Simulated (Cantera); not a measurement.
A closed system holds: 1 mol MgO, 0.8 mol CH₄, 1.6 mol H₂, equilibrated at 2423.15 K and 10000 Pa.

Cantera equilibrium calculation (NASA polynomials, part measured and part estimated; ideal gas, pure solids and liquids). Candidate condensed phases: C, C₆H₆, C₇H₈, C₈H₁₈, H₂O, Mg, MgCO₃, MgO, Mg(OH)₂; 116 gas species. The tables' values for MgH are old estimates; treat these amounts as uncertain. Equilibrium is a limit: real reactors are often held back by kinetics, nucleation or transport.

Base state: H₂ 0.569, Mg 0.194, CO 0.155, H 0.0423, H₂O 0.0359, CO₂ 0.00164, MgOH 0.00100, MgH 0.000891 (mole fractions); condensed: gas only.

Q: What changes in the equilibrium state with this change: MgO replaced by Cu₂O?

A: 
| species | before | after |
|---|---|---|
| H₂ | 0.569 | 0.473 |
| Cu | 0 | 0.325 |
| CO | 0.155 | 0.129 |
| Mg | 0.194 | 0 |
| H₂O | 0.0359 | 0.0308 |
| H | 0.0423 | 0.0386 |
| Cu₂ | 0 | 0.00128 |
| MgOH | 0.00100 | 0 |
| MgH | 0.000891 | 0 |
Further candidate phases: Cu, CuO, Cu(OH)₂, Cu₂O.

Q: What changes in the equilibrium state with this change: CH₄ from 0.8 to 0.91 mol?

A: 
| species | before | after |
|---|---|---|
| H₂ | 0.569 | 0.591 |
| Mg | 0.194 | 0.182 |
| CO | 0.155 | 0.166 |
| H₂O | 0.0359 | 0.0152 |
| H | 0.0423 | 0.0431 |
| Mg(OH)₂ | 1.29e-5 | 2.08e-6 |
| MgO | 0.000110 | 4.20e-5 |
| MgOH | 0.00100 | 0.000391 |
| O | 2.51e-5 | 1.02e-5 |
| OH | 0.000505 | 0.000209 |

Q: What changes in the equilibrium state with this change: temperature from 2423.15 K to 2323.15 K?

A: 
```csv
species,before,after
H₂,0.569,0.600
Mg,0.194,0.186
CO,0.155,0.159
H,0.0423,0.0267
H₂O,0.0359,0.0256
O,2.51e-5,5.72e-6
OH,0.000505,0.000189
MgO,0.000110,4.84e-5
Mg(OH)₂,1.29e-5,9.24e-6
"MgO(s), mol",0,0.0610
```
